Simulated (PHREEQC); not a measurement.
Synthetic water in mg/kgw, 20 °C, pH 6.89, pe 12.5:

| constituent | mg/kgw |
|---|---|
| Na | 3.76 |
| K | 9.9 |
| Ca | 1 |
| Mg | 1.12 |
| Cl | 2.37 |
| S(6) as SO4 | 24.5 |
| Alkalinity as HCO3 | 19.6 |
| O(0) (dissolved oxygen) | 0.00259 |
| F | 0.0262 |
| Li | 0.00392 |

Valence states are taken as typed.

The numbers come from PHREEQC with the ion-association model, wateq4f.dat.

Precipitation was switched off in this run.

Task: Estimate the charge-balance error.

Result: charge-balance error -23.5 %.

Task: In which forms is C present?

Result: HCO3- 77 %, CO2 23 % of the C.
